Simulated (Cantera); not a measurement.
Mixture: CO : H2 : O2 : N2 = 1 : 0.072 : 0.412 : 1.55 (molar parts), equivalence ratio 1.3, at 4.93 atm, adiabatic and at constant volume. Ignition delay is the time to a rise of 400 K.

Model: GRI-Mech 3.0 (53 species, 325 reactions), integrated in Cantera. The hydrogen kinetics of GRI-Mech 3.0 are dated; newer H2 mechanisms differ, most at raised pressure. Where the delays flatten at high temperature, the 400 K rule measures the pace of heat release, not the induction time.

**Question.** What does this change do: H2 0.072 to 0.026 parts?

**Answer.** 
| quantity | before | after |
|---|---|---|
| delay at 1225 K | 29.5 µs | 51.0 µs |
| delay at 1425 K | 10.4 µs | 17.3 µs |
| delay at 1625 K | 6.70 µs | 11.1 µs |
| delay at 1825 K | 5.47 µs | 9.04 µs |

**Question.** What does this change do: CO 1 to 2.6 parts?

**Answer.** 
```
quantity          before    after
---------------  -------  -------
delay at 1225 K  29.5 µs  40.0 µs
delay at 1425 K  10.4 µs  13.5 µs
delay at 1625 K  6.70 µs  8.24 µs
delay at 1825 K  5.47 µs  6.41 µs
```
